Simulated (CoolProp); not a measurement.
Aqueous ammonia as a coolant, at 8 °C, 1 atm.

The numbers come from the Melinder's fits for secondary coolants in CoolProp.

```json
[
 {"mass %": "4.8", "freezing point (°C)": "-5.8", "density (kg/m³)": "980.2", "cp (kJ/(kg K))": "4.200", "viscosity (mPa s)": "1.50", "Prandtl number": "11.6"},
 {"mass %": "7.3", "freezing point (°C)": "-9.3", "density (kg/m³)": "970.7", "cp (kJ/(kg K))": "4.203", "viscosity (mPa s)": "1.52", "Prandtl number": "12.2"},
 {"mass %": "9.8", "freezing point (°C)": "-13.3", "density (kg/m³)": "961.6", "cp (kJ/(kg K))": "4.206", "viscosity (mPa s)": "1.56", "Prandtl number": "___"},
 {"mass %": "12.3", "freezing point (°C)": "-17.7", "density (kg/m³)": "952.9", "cp (kJ/(kg K))": "4.210", "viscosity (mPa s)": "1.61", "Prandtl number": "13.7"},
 {"mass %": "14.7", "freezing point (°C)": "-22.6", "density (kg/m³)": "___", "cp (kJ/(kg K))": "4.213", "viscosity (mPa s)": "1.67", "Prandtl number": "14.6"},
 {"mass %": "17.2", "freezing point (°C)": "-28.5", "density (kg/m³)": "937.0", "cp (kJ/(kg K))": "4.217", "viscosity (mPa s)": "___", "Prandtl number": "15.5"},
 {"mass %": "19.7", "freezing point (°C)": "___", "density (kg/m³)": "929.3", "cp (kJ/(kg K))": "4.221", "viscosity (mPa s)": "1.77", "Prandtl number": "16.2"},
 {"mass %": "22.2", "freezing point (°C)": "___", "density (kg/m³)": "921.7", "cp (kJ/(kg K))": "___", "viscosity (mPa s)": "1.78", "Prandtl number": "___"},
 {"mass %": "24.7", "freezing point (°C)": "-54.1", "density (kg/m³)": "___", "cp (kJ/(kg K))": "4.232", "viscosity (mPa s)": "1.76", "Prandtl number": "16.9"}
]
```

Q: Complete the blanks.

A: 
- 9.8, Prandtl number: 12.8
- 14.7, density (kg/m³): 945.0
- 17.2, viscosity (mPa s): 1.73
- 19.7, freezing point (°C): -35.5
- 22.2, freezing point (°C): -43.9
- 22.2, cp (kJ/(kg K)): 4.226
- 22.2, Prandtl number: 16.7
- 24.7, density (kg/m³): 914.4
